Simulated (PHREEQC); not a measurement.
# Brackish or sea water: an equilibrium model

Synthetic water in mg/kgw, 25 °C, pH 9.08:

```csv
constituent,mg/kgw
Na,2820
K,412
Ca,53.1
Mg,512
Cl,6440
S(6) as SO4,218
Alkalinity as HCO3,28.8
Si as SiO2,11
```

Cl is adjusted to close the charge balance.
Valence states are taken as typed.

Equilibrium calculation in PHREEQC: Pitzer model, pitzer.dat.

```json
{
  "ionic_strength": "0.203 mol/kgw",
  "specific_conductance": "17500 µS/cm",
  "density": "1.004 g/cm³",
  "osmotic_coefficient": "0.909"
}
```

```csv
species,molality,activity,log γ
Cl-,0.173,0.124,-0.145
Na+,0.123,0.0923,-0.124
Mg+2,0.0210,0.00672,-0.495
K+,0.0105,0.00771,-0.136
SO4-2,0.00227,0.000438,-0.714
Ca+2,0.00133,0.000404,-0.516
```

No solid was allowed to form. Saturation is exceeded, for instance for Magnesite (slow to form); the values hold only as long as no solid forms. Species that the database lacks are ignored.
